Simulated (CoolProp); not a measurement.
Properties of CH3F (R41) along the isotherm 349 K.

Values from CoolProp's reference Helmholtz-energy equation of state, Lemmon 2006. It is a short technical equation, of lower accuracy than the large ones.

| p (MPa) | phase | cp (kJ/(kg K)) | cv (kJ/(kg K)) | isothermal compressibility (1/MPa) | expansivity (1/kK) |
|---|---|---|---|---|---|
| 0.369 | gas | 1.226 | 0.9600 | 2.760 | 3.043 |
| 0.738 | gas | 1.261 | 0.9723 | 1.407 | 3.235 |
| 1.11 | gas | 1.300 | 0.9850 | 0.9545 | [?] |
| 1.48 | gas | 1.342 | 0.9981 | [?] | 3.675 |
| 1.85 | gas | [?] | 1.012 | 0.5981 | 3.926 |
| 2.21 | gas | 1.436 | 1.025 | 0.5122 | 4.193 |
| 2.58 | gas | 1.490 | [?] | [?] | [?] |
| 2.95 | gas | [?] | [?] | 0.4037 | 4.832 |

Complete the blanks.


- 1.11, expansivity (1/kK): 3.446
- 1.48, isothermal compressibility (1/MPa): 0.7312
- 1.85, cp (kJ/(kg K)): 1.387
- 2.58, cv (kJ/(kg K)): 1.039
- 2.58, isothermal compressibility (1/MPa): 0.4497
- 2.58, expansivity (1/kK): 4.497
- 2.95, cp (kJ/(kg K)): 1.549
- 2.95, cv (kJ/(kg K)): 1.054
